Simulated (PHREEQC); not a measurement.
PHREEQC input (ion-association model, wateq4f.dat):

```
SOLUTION_MASTER_SPECIES
  An  An-  0  An  62.0  # stands for a non-complexing anion
SOLUTION_SPECIES
  An- = An-
    -log_k 0
    -gamma 3.0 0
PHASES
  Fix_H+
    H+ = H+
    -log_k 0
SOLUTION 1
  temp 25
  units mmol/kgw
  pH 7 charge
  Cl 1
  Sr 0.5
  S(6) 0.19
  Zn 0.19
  Na 10
  An 10
END
SELECTED_OUTPUT 1
  -reset false
  -pH true
  -pe true
  -ionic_strength true
  -water true
  -totals Cl Na S Sr Zn S(-2) S(6)
  -molalities Hfo_wOH Hfo_wOH2+ Hfo_wO- Hfo_sOH Hfo_sOH2+ Hfo_sO- Hfo_sOHSr+2 Hfo_wOSr+ Hfo_wOSrOH Hfo_wSO4-
    Hfo_wOHSO4-2 Hfo_sOZn+ Hfo_wOZn+
  -saturation_indices Celestite Zn(OH)2-e Zn4(OH)6SO4 Zn5(OH)8Cl2 Halite Mirabilite Goslarite
USER_PUNCH 1
  -headings sigma psi
  10 PUNCH EDL("sigma", "Hfo"), EDL("psi", "Hfo")
PRINT
  -reset false
USE solution 1
SURFACE 1
  Hfo_wOH 0.00247191 600 1.1
  Hfo_sOH 6.17978e-05
EQUILIBRIUM_PHASES 1
  Fix_H+ -4 HAn 10
    -force_equality true
  O2(g) -0.68 10
END
# ... the last block is repeated for the other 16 points of pH, with NaOH or the acid as the point needs
```

Selected output (columns that matter, 17 of 17 rows; pH added in front):

```
pH	mu	Cl	Na	S	Sr	Zn	si_Celestite	si_Zn(OH)2-e	si_Zn4(OH)6SO4	si_Zn5(OH)8Cl2	si_Halite	si_Mirabilite	si_Goslarite	sigma
4	0.012846	0.001	0.01	4.7881e-08	0.0005	0.00018973	-4.4162	-7.412	-27.603	-32.162	-6.6824	-10.542	-9.5083	0.19501
4.5	0.01259	0.001	0.01	1.3978e-07	0.0005	0.00018788	-3.946	-6.4147	-24.145	-28.174	-6.6816	-10.072	-9.0424	0.14396
5	0.012384	0.001	0.01	5.2647e-07	0.00049998	0.00017683	-3.3666	-5.4398	-20.668	-24.299	-6.6809	-9.4935	-8.4893	0.10039
5.5	0.012176	0.001	0.01	2.35e-06	0.00049996	0.00014719	-2.7131	-4.5183	-17.329	-20.691	-6.6801	-8.8406	-7.9156	0.067118
6	0.011988	0.001	0.01	1.133e-05	0.00049994	0.00011008	-2.0264	-3.6439	-14.146	-17.318	-6.6794	-8.1541	-7.3554	0.043542
6.5	0.011782	0.001	0.01	4.3667e-05	0.00049989	5.0325e-05	-1.4366	-2.9846	-11.919	-15.021	-6.6787	-7.5639	-7.1065	0.028457
7	0.011744	0.001	0.010065	0.00010674	0.00049958	1.0929e-05	-1.0487	-2.6528	-11.202	-14.362	-6.6758	-7.1683	-7.3847	0.018655
7.5	0.011923	0.001	0.010258	0.00016506	0.00049767	1.6686e-06	-0.865	-2.483	-11.334	-14.513	-6.6683	-6.9641	-8.0264	0.010816
8	0.011992	0.00099999	0.010377	0.00018589	0.0004847	2.4413e-07	-0.826	-2.3696	-11.829	-14.946	-6.6635	-6.9028	-8.8614	0.0037896
8.5	0.011966	0.00099999	0.010549	0.00018936	0.00042361	6.4664e-08	-0.8745	-2.196	-12.124	-15.078	-6.6563	-6.8785	-9.6778	-0.0021365
9	0.011848	0.00099998	0.010898	0.00018987	0.00027086	5.8719e-08	-1.0616	-1.919	-12.01	-14.693	-6.6418	-6.8434	-10.394	-0.0071435
9.5	0.01173	0.00099998	0.011298	0.00018997	0.00010159	1.0307e-07	-1.4808	-1.609	-11.764	-14.143	-6.6257	-6.8056	-11.078	-0.012529
10	0.01176	0.00099997	0.011596	0.00018999	2.0598e-05	1.6714e-07	-2.1719	-1.3956	-11.908	-14.076	-6.6145	-6.7809	-11.863	-0.021214
10.5	0.012035	0.00099997	0.011971	0.00018999	3.1078e-06	2.5212e-07	-2.9971	-1.2449	-12.307	-14.323	-6.6016	-6.7559	-12.714	-0.035558
11	0.012877	0.00099997	0.012896	0.00018999	5.1242e-07	4.8229e-07	-3.7926	-1.0504	-12.536	-14.354	-6.5722	-6.7007	-13.526	-0.057215
11.5	0.015451	0.00099996	0.015581	0.00018999	1.1747e-07	1.6332e-06	-4.4683	-0.7315	-12.278	-13.768	-6.4982	-6.563	-14.225	-0.088563
12	0.023675	0.00099996	0.023956	0.00018999	5.2844e-08	1.4374e-05	-4.91	-0.1879	-11.152	-12.071	-6.3326	-6.259	-14.73	-0.13154
```
